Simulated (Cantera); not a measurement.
An isothermal, constant-pressure homogeneous reactor starts with H2 : O2 : N2 = 1.4 : 1 : 0.92 (molar parts), equivalence ratio 0.70, at 1150 K and 0.350 bar.

Computed with Cantera and the H2/O2 subset of GRI-Mech 3.0, which has no nitrogen chemistry. The temperature is held fixed by assumption; the heat of reaction is taken as removed at once.

x: mole fraction; the columns are a selection and need not sum to one.

```tsv
t (s)	x H2	x O2	x H	x OH	x H2O2
4.00e-6	0.422	0.301	5.51e-9	3.80e-10	5.33e-12
3.36e-5	0.422	0.301	3.39e-6	2.73e-7	?
0.000283	0.00593	0.116	0.000684	0.00131	?
0.00238	0.000208	0.115	1.88e-6	0.000128	?
0.0200	1.48e-6	0.114	6.38e-9	3.20e-5	?
0.168	5.15e-8	0.115	1.46e-10	9.97e-6	?
1.41	1.22e-8	0.115	1.57e-11	4.16e-6	?
11.9	1.15e-8	0.115	1.36e-11	3.82e-6	1.61e-9
100	1.15e-8	0.115	1.36e-11	3.82e-6	1.61e-9
```

Problem. What belongs in the gaps?

Solution. 
- 3.36e-5, x H2O2: 1.30e-9
- 0.000283, x H2O2: 1.27e-5
- 0.00238, x H2O2: 1.10e-6
- 0.0200, x H2O2: 9.03e-8
- 0.168, x H2O2: 1.02e-8
- 1.41, x H2O2: 1.89e-9
